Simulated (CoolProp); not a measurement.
Vapour pressure (MPa) of CH2F2 (R32): the reference equation beside estimates from Tc = 351.3 K, pc = 5.783 MPa, ω = 0.277. Clausius-Clapeyron is anchored at 215.6 K with a constant enthalpy of vaporisation of 20.19 kJ/mol.

Values from CoolProp's reference Helmholtz-energy equation of state, Tillner-Roth 1997.

```tsv
T (K)	reference	Clausius-Clapeyron	van der Waals
168.9	0.002571	0.003299	0.1228
176.7	0.005211	0.006223	0.1674
184.5	0.009859	0.01113	0.2227
192.3	0.01757	0.01898	0.2898
200	0.02955	0.03086	0.3688
207.8	0.04780	0.04869	0.4628
215.6	0.07431	0.07431	0.5721
223.4	0.1115	0.1101	0.6976
231.2	0.1623	0.1589	0.8404
238.9	0.2287	0.2230	0.9992
246.7	0.3158	0.3075	1.179
254.5	0.4268	0.4158	1.379
262.3	0.5656	0.5522	1.599
```

Absolute difference from the reference over all 13 rows, mean and median: Clausius-Clapeyron 6.8 and 2.6 %, van der Waals 1241.7 and 669.9 %.
